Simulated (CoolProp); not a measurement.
Vapour pressure (bar) of sulfur dioxide: the reference equation beside estimates from Tc = 430.6 K, pc = 78.87 bar, ω = 0.256.

Model: reference Helmholtz-energy equation of state, Gao 2016, in CoolProp.

```csv
T (K),reference,Lee-Kesler,Redlich-Kwong,Soave-Redlich-Kwong
223.9,0.1213,0.1168,0.3013,0.1196
234.2,0.2298,0.2225,0.5312,0.2266
244.5,0.4087,0.3980,0.8822,0.4036
254.8,0.6882,0.6743,1.392,0.6809
265.1,1.105,1.089,2.104,1.096
275.4,1.703,1.688,3.061,1.693
285.6,2.523,2.510,4.297,2.513
295.9,3.635,3.629,5.884,3.628
306.2,5.092,5.098,7.858,5.094
316.5,6.959,6.979,10.27,6.978
326.8,9.305,9.340,13.16,9.351
337.1,12.20,12.25,16.58,12.29
```

Absolute difference from the reference over all 12 rows, mean and median: Lee-Kesler 1.3 and 0.7 %, Redlich-Kwong 81.6 and 75.0 %, Soave-Redlich-Kwong 0.7 and 0.7 %.
